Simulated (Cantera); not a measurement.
A perfectly stirred reactor is fed with 0.486 % CH4, 0.317 % O2, 99.2 % N2, equivalence ratio 3.1, at 2.30 bar; it is held at 1225 K, and followed from long to short residence time.

Detailed kinetics in Cantera: GRI-Mech 3.0 (53 species, 325 reactions).

Question: Predict: x(CH4) at τ = 7.20 s; x(O2) at τ = 7.20 s; x(N2O) at τ = 7.20 s; x(HO2) at τ = 7.20 s; x(CH4) at τ = 99.0 ms; x(O2) at τ = 99.0 ms; x(HO2) at τ = 99.0 ms.

Answer: 
| Property | Result |
|---|---|
| x(CH4) at τ = 7.20 s | 0.00233 |
| x(O2) at τ = 7.20 s | 0.000643 |
| x(N2O) at τ = 7.20 s | 3.41e-9 |
| x(HO2) at τ = 7.20 s | 4.45e-8 |
| x(CH4) at τ = 99.0 ms | 0.00486 |
| x(O2) at τ = 99.0 ms | 0.00317 |
| x(HO2) at τ = 99.0 ms | 7.70e-9 |
